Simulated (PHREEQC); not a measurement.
Consider water at 25 °C with 0.12 mol/kgw NiCl2 and 0.063 mol/kgw NaCl. Closed to the air; pH follows from the charge balance.

Equilibrium calculation in PHREEQC: ion-association model, wateq4f.dat.

This is a speciation only: nothing precipitates in the calculation.

**Question.** Order these Ni species by the share of Ni that they hold, largest first: NiCl2, NiCl+, Ni+2.

**Answer.** Ni+2 (80 %), NiCl+ (14 %), NiCl2 (6.2 %)

**Question.** Order these Cl species by the share of Cl that they hold, largest first: Cl-, NiCl+, NiCl2.

**Answer.** Cl- (89 %), NiCl+ (5.6 %), NiCl2 (4.9 %)

The pH is 5.70 and the ionic strength 0.367 mol/kgw.
